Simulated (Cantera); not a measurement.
An isothermal, constant-pressure homogeneous reactor starts with H₂ : O₂ : N₂ = 0.04 : 1 : 0.48 (molar parts), equivalence ratio 0.020, at 1200 K and 0.0263 atm.

Model: the H2/O2 subset of GRI-Mech 3.0, which has no nitrogen chemistry, integrated in Cantera. Radical loss at walls, strong at low pressure, is not modelled.

x: mole fraction; the columns are a selection and need not sum to one.

```json
[
 {"t (s)": "0.000100", "x H₂": "0.0263", "x O₂": "0.658", "x O": "2.67e-9", "x H": "1.82e-9", "x H₂O": "1.33e-9"},
 {"t (s)": "0.000313", "x H₂": "0.0263", "x O₂": "0.658", "x O": "…", "x H": "…", "x H₂O": "…"},
 {"t (s)": "0.000983", "x H₂": "0.0263", "x O₂": "0.658", "x O": "5.95e-6", "x H": "2.23e-6", "x H₂O": "8.19e-6"},
 {"t (s)": "0.00308", "x H₂": "0.000793", "x O₂": "0.638", "x O": "0.0165", "x H": "0.00390", "x H₂O": "0.0224"},
 {"t (s)": "0.00965", "x H₂": "0.000272", "x O₂": "0.642", "x O": "0.0128", "x H": "0.00200", "x H₂O": "0.0244"},
 {"t (s)": "0.0303", "x H₂": "0.000121", "x O₂": "0.648", "x O": "0.00555", "x H": "0.000571", "x H₂O": "0.0256"},
 {"t (s)": "0.0949", "x H₂": "2.59e-5", "x O₂": "0.652", "x O": "0.00118", "x H": "5.58e-5", "x H₂O": "0.0263"},
 {"t (s)": "0.297", "x H₂": "3.56e-6", "x O₂": "0.653", "x O": "0.000164", "x H": "2.91e-6", "x H₂O": "0.0266"},
 {"t (s)": "0.932", "x H₂": "5.03e-7", "x O₂": "0.653", "x O": "2.35e-5", "x H": "1.58e-7", "x H₂O": "0.0266"},
 {"t (s)": "2.92", "x H₂": "…", "x O₂": "0.653", "x O": "…", "x H": "…", "x H₂O": "0.0267"},
 {"t (s)": "9.16", "x H₂": "2.03e-8", "x O₂": "0.653", "x O": "9.73e-7", "x H": "1.34e-9", "x H₂O": "0.0267"},
 {"t (s)": "28.7", "x H₂": "5.74e-9", "x O₂": "0.653", "x O": "2.77e-7", "x H": "2.03e-10", "x H₂O": "0.0267"},
 {"t (s)": "90.0", "x H₂": "2.78e-9", "x O₂": "0.653", "x O": "1.34e-7", "x H": "6.89e-11", "x H₂O": "0.0267"}
]
```

Problem. Some entries are withheld; supply them.

Solution. 
- 0.000313, x O: 2.94e-8
- 0.000313, x H: 1.20e-8
- 0.000313, x H₂O: 3.16e-8
- 2.92, x H₂: 8.99e-8
- 2.92, x O: 4.26e-6
- 2.92, x H: 1.22e-8
